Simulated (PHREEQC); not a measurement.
A solution holds 0.3 mol NH4HF2 and 3.2e-05 mol H2SiF6 per kg of water, at 50 °C. Closed to the air; pH follows from the charge balance.

Equilibrium calculation in PHREEQC: ion-association model, wateq4f.dat.

```json
[
 {"quantity": "pH", "before": "3.29", "after": "3.46"},
 {"quantity": "ionic strength (mol/kgw)", "before": "0.301", "after": "0.00337"},
 {"quantity": "F- (mol/kgw)", "before": "0.182", "after": "0.00333"},
 {"quantity": "HF (mol/kgw)", "before": "0.139", "after": "0.00258"},
 {"quantity": "HF2- (mol/kgw)", "before": "0.118", "after": "3.73e-5"},
 {"quantity": "H2F2 (mol/kgw)", "before": "0.0211", "after": "6.78e-6"}
]
```

**Question.** Which change was made?
A. H2SiF6 replaced by H4SiO4 at the same molality
B. diluted 100-fold with water
C. NH4HF2 from 0.3 to 0.03 mol/kgw
D. H2SiF6 replaced by Pb(BF4)2 at the same molality
E. temperature from 50 to 10 °C

**Answer.** B, diluted 100-fold with water

No solid was allowed to form. wateq4f.dat counts part of the HF as a dimer, H2F2, which phreeqc.dat doesn't know; its constant is uncertain. Constants without temperature data keep their 25 °C values here. SiF6-2 is the database's only silicon fluoride.
